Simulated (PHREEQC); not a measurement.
AlCl3 is added in steps, without added water, to 1 kg of water holding 2.4 mmol/kgw AgNO3 and 0.038 mmol/kgw HNO3, at 75 °C. O2 is buffered at 0.21 atm. CO2 from the air is kept out. Solids allowed: Gibbsite, Cerargyrite, Ag2O. Others were left out.

Base run: PHREEQC, ion-association model, wateq4f.dat. Each further column changes one thing. The table gives Al+3 (mol/kgw).

```json
[
 {"AlCl3 added (mol)": "0", "base": "0", "AgNO3 replaced by KNO3 at the same molality": "0", "temperature from 75 to 20 °C": "0", "AgNO3 replaced by Cd(NO3)2 at the same molality": "0", "no solid may form": "0"},
 {"AlCl3 added (mol)": "0.000225", "base": "6.80e-5", "AgNO3 replaced by KNO3 at the same molality": "6.91e-5", "temperature from 75 to 20 °C": "0.000200", "AgNO3 replaced by Cd(NO3)2 at the same molality": "___", "no solid may form": "0.000100"},
 {"AlCl3 added (mol)": "0.000375", "base": "0.000158", "AgNO3 replaced by KNO3 at the same molality": "0.000160", "temperature from 75 to 20 °C": "0.000341", "AgNO3 replaced by Cd(NO3)2 at the same molality": "___", "no solid may form": "___"},
 {"AlCl3 added (mol)": "0.0006", "base": "0.000316", "AgNO3 replaced by KNO3 at the same molality": "0.000322", "temperature from 75 to 20 °C": "0.000556", "AgNO3 replaced by Cd(NO3)2 at the same molality": "0.000330", "no solid may form": "___"},
 {"AlCl3 added (mol)": "0.000825", "base": "0.000491", "AgNO3 replaced by KNO3 at the same molality": "0.000498", "temperature from 75 to 20 °C": "0.000772", "AgNO3 replaced by Cd(NO3)2 at the same molality": "___", "no solid may form": "0.000547"},
 {"AlCl3 added (mol)": "0.000975", "base": "0.000613", "AgNO3 replaced by KNO3 at the same molality": "0.000620", "temperature from 75 to 20 °C": "0.000918", "AgNO3 replaced by Cd(NO3)2 at the same molality": "0.000629", "no solid may form": "0.000670"},
 {"AlCl3 added (mol)": "0.0012", "base": "0.000802", "AgNO3 replaced by KNO3 at the same molality": "0.000809", "temperature from 75 to 20 °C": "0.00114", "AgNO3 replaced by Cd(NO3)2 at the same molality": "0.000818", "no solid may form": "0.000859"}
]
```

### Question
Complete the blanks.

### Answer

- 0.000225, AgNO3 replaced by Cd(NO3)2 at the same molality: 7.38e-5
- 0.000375, AgNO3 replaced by Cd(NO3)2 at the same molality: 0.000167
- 0.000375, no solid may form: 0.000201
- 0.0006, no solid may form: 0.000369
- 0.000825, AgNO3 replaced by Cd(NO3)2 at the same molality: 0.000507

At this temperature some constants are extrapolated from 25 °C, and those without enthalpy data are left unchanged.  In at least one series the solution becomes supersaturated in solids that the run did not let form, among them Gibbsite, Cerargyrite. Solids allowed in the column 'AgNO3 replaced by KNO3 at the same molality': Gibbsite. Solids allowed in the column 'AgNO3 replaced by Cd(NO3)2 at the same molality': Gibbsite, Cd(OH)2, CdOHCl.
